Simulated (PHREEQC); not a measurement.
0.15 g of hydrous ferric oxide (600 m²/g; 0.2 weak and 0.005 strong sites per Fe, Dzombak-Morel constants, diffuse double layer) in 1 kg of water with 0.1 mol/kgw of an inert sodium salt, at 25 °C; the pH is set by adding NaOH or the inert anion's acid. Oxygen is held at 0.21 atm. The system is closed to CO2. Nothing may precipitate in this run.

Base run: PHREEQC, ion-association model, wateq4f.dat. Each further column changes one thing. The table gives surface potential ψ (mV).

| pH | base | background salt from 0.1 to 0.01 mol/kgw | oxide from 0.15 to 0.75 g/kgw | 0.00013 mol/kgw NaF added |
|---|---|---|---|---|
| 4 | 147 | 185 | 146 | 136 |
| 4.5 | 138 | 170 | 138 | 129 |
| 5.5 | 111 | 132 | 111 | 105 |
| 6 | 93 | 110 | 93 | 89 |
| 6.5 | 74 | 86 | 74 | 71 |
| 7.5 | 29 | 34 | 29 | 29 |
| 8 | 5 | 6 | 5 | 5 |
| 8.5 | -19 | -22 | -19 | -19 |
| 9.5 | -65 | -75 | -65 | -65 |
| 10 | -85 | -100 | -85 | -85 |
